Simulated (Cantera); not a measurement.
Cantera run:

```python
import numpy as np
import cantera as ct

gas_names = [...]  # 95 gases of nasa_gas.yaml made of C, F, H
cond_names = """
    C(gr) C6H6(L) C7H8(L) C8H18(L),n-octa
""".split()


# ... load() reads the species with a 1 bar reference pressure and builds the phases ...
atoms = {
    'CH2F2': {'C': 1, 'H': 2, 'F': 2},
    'CH4': {'C': 1, 'H': 4},
    'H2': {'H': 2},
}
top_T = {'C(gr)': 4500}  # K; cautious upper limits of use, not melting points


# ... equilibrate(T, P, feed) seeds the gas with the atoms and calls Mixture.equilibrate('TP', solver="vcs", rtol=1e-11, max_steps=5000) ...
results = []
feed = {'CH2F2': 1, 'CH4': 0.59, 'H2': 0.83}  # mol
P = 130  # Pa
for T in [1000, 1100, 1200, 1300, 1400, 1500, 1600, 1700, 1800, 1900, 2000, 2100, 2200, 2300]:
    mix = equilibrate(T, P, feed)
    results.append((T, P, feed, dict(zip(mix.species_names, mix.species_moles))))
    x = sorted(zip(gas.X, gas.species_names), reverse=True)
    print(f"T = {T:g} K  P = {P:g} Pa  gas = {mix.phase_moles(0):.4g} mol")
    print("   x: " + "  ".join(f"{s} {v:.3e}" for v, s in x if v > 0.001))
    print("   condensed (mol): " + ("  ".join(f"{mix.phase(i).name} {mix.phase_moles(i):.4g}"
          for i in range(1, mix.n_phases) if mix.phase_moles(i) > 1e-12) or "none"))
```

Result:

```
T = 1000 K  P = 130 Pa  gas = 4.01 mol
   x: H2 5.012e-01  HF 4.988e-01
   condensed (mol): C(gr) 1.59
T = 1100 K  P = 130 Pa  gas = 4.01 mol
   x: H2 5.012e-01  HF 4.988e-01
   condensed (mol): C(gr) 1.59
T = 1200 K  P = 130 Pa  gas = 4.01 mol
   x: H2 5.012e-01  HF 4.988e-01
   condensed (mol): C(gr) 1.59
T = 1300 K  P = 130 Pa  gas = 4.01 mol
   x: H2 5.012e-01  HF 4.987e-01
   condensed (mol): C(gr) 1.59
T = 1400 K  P = 130 Pa  gas = 4.01 mol
   x: H2 5.012e-01  HF 4.987e-01
   condensed (mol): C(gr) 1.59
T = 1500 K  P = 130 Pa  gas = 4.011 mol
   x: H2 5.010e-01  HF 4.987e-01
   condensed (mol): C(gr) 1.59
T = 1600 K  P = 130 Pa  gas = 4.012 mol
   x: H2 5.004e-01  HF 4.985e-01  H 1.067e-03
   condensed (mol): C(gr) 1.59
T = 1700 K  P = 130 Pa  gas = 4.016 mol
   x: H2 4.990e-01  HF 4.980e-01  H 2.887e-03
   condensed (mol): C(gr) 1.59
T = 1800 K  P = 130 Pa  gas = 4.024 mol
   x: HF 4.970e-01  H2 4.959e-01  H 6.993e-03
   condensed (mol): C(gr) 1.589
T = 1900 K  P = 130 Pa  gas = 4.041 mol
   x: HF 4.949e-01  H2 4.895e-01  H 1.540e-02
   condensed (mol): C(gr) 1.588
T = 2000 K  P = 130 Pa  gas = 4.074 mol
   x: HF 4.910e-01  H2 4.775e-01  H 3.117e-02
   condensed (mol): C(gr) 1.587
T = 2100 K  P = 130 Pa  gas = 4.131 mol
   x: HF 4.841e-01  H2 4.568e-01  H 5.840e-02
   condensed (mol): C(gr) 1.585
T = 2200 K  P = 130 Pa  gas = 4.225 mol
   x: HF 4.733e-01  H2 4.238e-01  H 1.017e-01  C2H2,acetylene 1.086e-03
   condensed (mol): C(gr) 1.581
T = 2300 K  P = 130 Pa  gas = 4.37 mol
   x: HF 4.574e-01  H2 3.761e-01  H 1.646e-01  C2H2,acetylene 1.625e-03
   condensed (mol): C(gr) 1.575
```

Cantera equilibrium calculation (NASA polynomials, part measured and part estimated; ideal gas, pure solids and liquids).
